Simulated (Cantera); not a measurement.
A closed system holds: 1 mol BN, a varied amount of Cl₂, 3.6 mol H₂, equilibrated at 1775 K and 1.00 bar.

Cantera equilibrium calculation (NASA polynomials, part measured and part estimated; ideal gas, pure solids and liquids). Candidate condensed phases: B, BN, NH₄Cl; 21 gas species. Gases not in the tables: BHCl₂. Rates play no part.

### Question
What share of the B ends up in condensed phases as a function of n(Cl₂) (mol), at 0.51, 0.73, 1, 1.5, 2.1, 3.1, 4.4, 6.3, 9, 13, 18, 26, 38?

### Answer
```
n(Cl₂) (mol)  B condensed (%)     as
------------  ---------------  -----
0.51                     99.5  BN(s)
0.73                     98.9  BN(s)
1                        97.8  BN(s)
1.5                      94.4  BN(s)
2.1                      87.0  BN(s)
3.1                      62.9  BN(s)
4.4                       7.3  BN(s)
6.3                       0.0      -
9                         0.0      -
13                        0.0      -
18                        0.0      -
26                        0.0      -
38                        0.0      -
```
